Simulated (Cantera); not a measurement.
A closed system holds: 1 mol CaCl₂, 0.18 mol N₂, held at 2048.15 K and 0.133 bar.

These are equilibrium values from Cantera (NASA tables, ideal gas, pure condensed phases), not measurements of a reactor. Candidate condensed phases: Ca, CaCl₂; 8 gas species. Kinetics and transport are ignored.

Base state: CaCl₂ 0.845, N₂ 0.152, Cl 0.00148, CaCl 0.00146, Ca 1.04e-5 (mole fractions); condensed: gas only.

What changes in the equilibrium state with this change: pressure from 0.133 bar to 1.80 mbar?


```
species   before     after
-------  -------  --------
CaCl₂      0.845     0.824
N₂         0.152     0.151
Cl       0.00148    0.0132
CaCl     0.00146    0.0118
Ca       1.04e-5  0.000698
```

What changes in the equilibrium state with this change: temperature from 2048.15 K to 2148.15 K?


```tsv
species	before	after
CaCl₂	0.845	0.842
N₂	0.152	0.152
Cl	0.00148	0.00287
CaCl	0.00146	0.00281
Ca	1.04e-5	3.19e-5
```
